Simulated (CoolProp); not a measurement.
The numbers come from the reference Helmholtz-energy equation of state, de Reuck 1993 in CoolProp.

Task: For methanol, give the phase and the viscosity (µPa s), conductivity (mW/(m K)), fugacity coefficient at 186.65 °C and 28.7 MPa; 301.05 °C and 28.7 MPa.

Result: 
- 186.65 °C and 28.7 MPa: liquid; viscosity 133, conductivity 183, fugacity coefficient 0.120
- 301.05 °C and 28.7 MPa: supercritical; viscosity 56.5, conductivity 164, fugacity coefficient 0.437

Viscosity comes from a separate model (Xiang 2006). Thermal conductivity comes from a separate model (Sykioti 2013).
